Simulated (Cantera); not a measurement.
What does this Cantera script print?

```python
import numpy as np
import cantera as ct

gas = ct.Solution("gri30.yaml", transport_model="mixture-averaged")
show = ['NO', 'H2', 'NH3']

rows = []
print(f"{'T/K':>7s}{'rho':>11s}{'cp':>10s}{'mu':>11s}{'lambda':>11s}{'Pr':>7s}" + "".join(f"{'D_' + s:>11s}" for s in show))
for T in [400, 650, 900, 1150, 1400, 1650]:
    gas.TPX = T, 15, {'NO': 0.59}
    Pr = gas.cp_mass * gas.viscosity / gas.thermal_conductivity
    D = [gas.mix_diff_coeffs_mole[gas.species_index(s)] for s in show]
    rows.append([gas.density, gas.cp_mass, gas.viscosity, gas.thermal_conductivity, Pr, *D])
    print(f"{T:7g}{gas.density:11.4e}{gas.cp_mass:10.1f}{gas.viscosity:11.4e}"
          f"{gas.thermal_conductivity:11.4e}{Pr:7.3f}" + "".join(f"{d:11.4e}" for d in D))
print("SI units: kg/m3, J/kg/K, Pa s, W/m/K, m2/s")
```

It prints:

```
    T/K        rho        cp         mu     lambda     Pr       D_NO       D_H2      D_NH3
    400 1.3533e-04     998.6 2.3120e-05 3.2415e-02  0.712 0.0000e+00 8.5511e-01 2.5494e-01
    650 8.3282e-05    1054.2 3.2312e-05 4.8223e-02  0.706 0.0000e+00 1.9278e+00 6.1754e-01
    900 6.0148e-05    1113.9 4.0086e-05 6.3038e-02  0.708 0.0000e+00 3.3111e+00 1.0928e+00
   1150 4.7073e-05    1153.1 4.7043e-05 7.6728e-02  0.707 0.0000e+00 4.9712e+00 1.6653e+00
   1400 3.8667e-05    1181.0 5.3449e-05 8.9432e-02  0.706 0.0000e+00 6.8857e+00 2.3255e+00
   1650 3.2808e-05    1202.5 5.9446e-05 1.0130e-01  0.706 0.0000e+00 9.0378e+00 3.0670e+00
SI units: kg/m3, J/kg/K, Pa s, W/m/K, m2/s
```

Model: GRI-Mech 3.0 (53 species, 325 reactions), integrated in Cantera. The composition is frozen, though it would react at the higher temperatures.
